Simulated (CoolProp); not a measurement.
Model: reference Helmholtz-energy equation of state, Zhou 2012, in CoolProp.

### Question
For m-xylene, give the phase and the cv (kJ/(kg K)), speed of sound (m/s), viscosity (µPa s) at 620 K and 0.0279 MPa; 620 K and 0.684 MPa; 620 K and 8.84 MPa.

### Answer
- 620 K and 0.0279 MPa: gas; cv 2.15, speed of sound 224, viscosity 13.3
- 620 K and 0.684 MPa: gas; cv 2.16, speed of sound 209, viscosity 13.6
- 620 K and 8.84 MPa: supercritical; cv 2.25, speed of sound 352, viscosity 68.1

Viscosity comes from a separate model (Cao 2016).
